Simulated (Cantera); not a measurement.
# Adiabatic ignition

An adiabatic, constant-volume homogeneous reactor starts with 6.48 % CH4, 19.6 % O2, 73.9 % N2, at 1450 K and 10.0 bar.

Cantera simulation using GRI-Mech 3.0 (53 species, 325 reactions); the numbers are that mechanism's predictions, not measurements.

```
t (s)     T (K)  P (bar)   x CH4    x O2      x H2     x OH      x H   x CH2CO     x H2O
--------  -----  -------  ------  ------  --------  -------  -------  --------  --------
5.00e-6    1450    10.00  0.0648   0.196   1.33e-7  1.16e-8  3.53e-9    <1e-12   5.99e-7
1.38e-5    1450    10.00  0.0648   0.196   7.44e-7  4.27e-8  9.81e-9    <1e-12   5.36e-6
3.82e-5    1450     10.0  0.0647   0.196   7.91e-6  1.90e-7  4.74e-8  3.03e-10   6.23e-5
0.000106   1455     10.0  0.0639   0.196  0.000102  6.77e-7  2.18e-7   9.44e-8  0.000659
0.000292   2864     20.0  <1e-12  0.0641   0.00289   0.0149  0.00124    <1e-12     0.117
0.000809   2840     19.8  <1e-12  0.0576   0.00281   0.0137  0.00113    <1e-12     0.118
0.00224    2839     19.8  <1e-12  0.0573   0.00281   0.0137  0.00112    <1e-12     0.118
0.00618    2839     19.8  <1e-12  0.0573   0.00281   0.0137  0.00112    <1e-12     0.118
0.0171     2839     19.8  <1e-12  0.0573   0.00281   0.0137  0.00112    <1e-12     0.118
0.0473     2839     19.8  <1e-12  0.0573   0.00281   0.0137  0.00112    <1e-12     0.118
0.131      2839     19.8  <1e-12  0.0573   0.00281   0.0137  0.00112    <1e-12     0.118
0.362      2839     19.8  <1e-12  0.0573   0.00281   0.0137  0.00112    <1e-12     0.118
1.00       2839     19.8  <1e-12  0.0573   0.00281   0.0137  0.00112    <1e-12     0.118
```
x: mole fraction; the columns are a selection and need not sum to one.

```
Property                                                             Value
---------------------------------  ---------------------------------------
time of steepest temperature rise                                 0.243 ms
temperature at 1.00 s                                               2839 K
equilibrium temperature                                             2839 K
x(CH4) at 1.00 s                     <1e-12 (gas-phase equilibrium <1e-12)
x(O2) at 1.00 s                      0.0573 (gas-phase equilibrium 0.0573)
x(H2) at 1.00 s                    0.00281 (gas-phase equilibrium 0.00281)
```
